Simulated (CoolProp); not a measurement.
Model: reference Helmholtz-energy equation of state, Beckmüller 2019, in CoolProp.

**Question.** Give the vapour pressure (kPa), liquid cp (kJ/(kg K)), vapour Z, surface tension (mN/m) of saturated n-octane at 132.65, 162.85, 192.95 °C.

**Answer.** 
| T (°C) | p (kPa) | liquid cp (kJ/(kg K)) | vapour Z | surface tension (mN/m) |
|---|---|---|---|---|
| 132.65 | 123 | 2.68 | 0.936 | 11.4 |
| 162.85 | 257 | 2.83 | 0.893 | 8.86 |
| 192.95 | 482 | 3.00 | 0.834 | 6.44 |

Surface tension comes from a separate correlation (Mulero 2012).
